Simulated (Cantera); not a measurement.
A perfectly stirred reactor is fed with C3H8 : H2 = 1 : 30 (molar parts), at 0.00563 atm; it is held at 1550 K, and followed from long to short residence time.

Computed with Cantera and GRI-Mech 3.0 (53 species, 325 reactions). GRI-Mech 3.0 was tuned for natural gas; its chemistry of propane as a main component is partial and can be far from experiment. GRI-Mech 3.0 stops at C3 and has no aromatics, soot or wall deposition, so with more carbon than oxygen in the feed, carbon stays in small species such as C2H2 where larger ones or solid carbon would form. Radical loss at walls, strong at low pressure, is not modelled.

| quantity | before | after |
|---|---|---|
| x(C3H8) at τ = 0.310 s | 7.42e-5 | 0.000133 |
| x(H2) at τ = 0.310 s | 0.938 | 0.896 |
| x(CH4) at τ = 0.310 s | 0.0301 | 0.0476 |
| x(CH2) at τ = 0.310 s | 7.47e-7 | 1.04e-6 |
| x(C2H2) at τ = 0.310 s | 0.0285 | 0.0515 |
| x(C3H8) at τ = 6.90 ms | 0.00219 | 0.00382 |
| x(H2) at τ = 6.90 ms | 0.936 | 0.888 |
| x(CH4) at τ = 6.90 ms | 0.0317 | 0.0547 |
| x(CH2) at τ = 6.90 ms | 2.29e-6 | 3.44e-6 |
| x(C2H2) at τ = 6.90 ms | 0.0110 | 0.0201 |

### Question
Name the change that produced these shifts.
A) H2 30 to 16 parts
B) temperature 1550 to 1898 K
C) H2 30 to 3.6 parts
D) temperature 1550 to 1248 K

### Answer
A, H2 30 to 16 parts
